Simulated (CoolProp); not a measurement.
Properties of hydrogen chloride along the isotherm 346.7 K.

Values from CoolProp's reference Helmholtz-energy equation of state, Thol 2018.

```json
[
 {"p (MPa)": "0.263", "phase": "gas", "Z": "0.9903", "cv (kJ/(kg K))": "0.5764", "Joule-Thomson coefficient (K/MPa)": "11.12", "fugacity coefficient": "0.9904"},
 {"p (MPa)": "0.598", "phase": "gas", "Z": "0.9778", "cv (kJ/(kg K))": "0.5835", "Joule-Thomson coefficient (K/MPa)": "11.06", "fugacity coefficient": "0.9781"},
 {"p (MPa)": "1.36", "phase": "gas", "Z": "0.9489", "cv (kJ/(kg K))": "0.6004", "Joule-Thomson coefficient (K/MPa)": "10.91", "fugacity coefficient": "0.9507"},
 {"p (MPa)": "3.1", "phase": "gas", "Z": "0.8798", "cv (kJ/(kg K))": "0.6451", "Joule-Thomson coefficient (K/MPa)": "10.51", "fugacity coefficient": "0.8896"},
 {"p (MPa)": "7.05", "phase": "gas", "Z": "0.6990", "cv (kJ/(kg K))": "0.7904", "Joule-Thomson coefficient (K/MPa)": "9.089", "fugacity coefficient": "0.7580"},
 {"p (MPa)": "16.1", "phase": "supercritical", "Z": "0.3203", "cv (kJ/(kg K))": "0.8850", "Joule-Thomson coefficient (K/MPa)": "1.705", "fugacity coefficient": "0.4911"},
 {"p (MPa)": "36.5", "phase": "supercritical", "Z": "0.5537", "cv (kJ/(kg K))": "0.8269", "Joule-Thomson coefficient (K/MPa)": "0.1891", "fugacity coefficient": "0.3048"},
 {"p (MPa)": "83.1", "phase": "supercritical", "Z": "1.078", "cv (kJ/(kg K))": "0.8447", "Joule-Thomson coefficient (K/MPa)": "-0.2293", "fugacity coefficient": "0.2553"}
]
```
